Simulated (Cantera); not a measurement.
## Pyrogenic steam for wet oxidation

An isothermal, constant-pressure homogeneous reactor starts with 10.7 % H2, 5.95 % O2, 83.3 % N2, at 1050 K and 1.00 bar.

Computed with Cantera and the H2/O2 subset of GRI-Mech 3.0, which has no nitrogen chemistry. The temperature is held fixed by assumption; the heat of reaction is taken as removed at once.

```csv
t (s),x H2,x O2,x H2O,x H2O2,x O,x H,x OH
1.00e-5,0.107,0.0595,5.71e-11,<1e-12,1.76e-11,1.78e-10,7.25e-12
3.72e-5,0.107,0.0595,1.52e-9,2.80e-12,1.60e-10,1.31e-9,6.11e-11
0.000138,0.107,0.0595,3.00e-7,4.27e-10,1.94e-8,1.55e-7,7.36e-9
0.000514,0.0162,0.0149,0.0934,2.06e-6,0.000521,0.00405,0.000504
0.00191,0.00146,0.00700,0.112,1.03e-6,1.96e-5,5.05e-5,4.73e-5
0.00711,0.000468,0.00652,0.113,6.31e-7,1.50e-6,2.44e-6,7.12e-6
0.0265,0.000249,0.00641,0.113,3.74e-7,1.82e-7,2.66e-7,1.40e-6
0.0984,0.000115,0.00634,0.113,1.30e-7,4.38e-8,5.85e-8,6.28e-7
0.366,3.40e-5,0.00631,0.113,1.91e-8,6.25e-9,7.74e-9,2.59e-7
1.36,5.34e-6,0.00629,0.113,9.86e-10,5.38e-10,6.13e-10,1.19e-7
5.06,1.01e-7,0.00629,0.113,3.11e-11,3.45e-11,9.49e-12,9.18e-8
18.8,5.44e-10,0.00629,0.113,3.68e-11,4.21e-11,<1e-12,1.15e-7
70.0,5.20e-10,0.00629,0.113,4.64e-11,5.32e-11,<1e-12,1.29e-7
```
x: mole fraction; the columns are a selection and need not sum to one.

Equilibrium at this temperature and pressure: H2 5.20e-10, O2 0.00629, H2O 0.113, H2O2 4.65e-11, O 5.34e-11, H <1e-12, OH 1.29e-7 (gas phase only).
